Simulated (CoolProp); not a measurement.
500 sccm (0 °C, 1 atm) of nitrogen bubbles through liquid methanol at 291.6 K and leaves saturated at a total pressure of 0.15 MPa (ideal gas phase). Each further row changes one setting.

Model: reference Helmholtz-energy equation of state, de Reuck 1993, in CoolProp.

```tsv
case	vapour pressure (kPa)	mole fraction of vapour	delivery (mg/min)	delivery (sccm)	change of delivery for a bath 1 K warmer (%)
as stated	12.0	0.0799	(withheld)	43.4	6.1
bath temperature 296.6 K	15.7	0.104	83.3	58.3	(withheld)
total pressure 0.3 MPa	12.0	(withheld)	(withheld)	20.8	5.8
```

Problem. What belongs in the gaps?

Solution. 
- as stated, delivery (mg/min): 62.0
- bath temperature 296.6 K, change of delivery for a bath 1 K warmer (%): 6.0
- total pressure 0.3 MPa, mole fraction of vapour: 0.0399
- total pressure 0.3 MPa, delivery (mg/min): 29.7
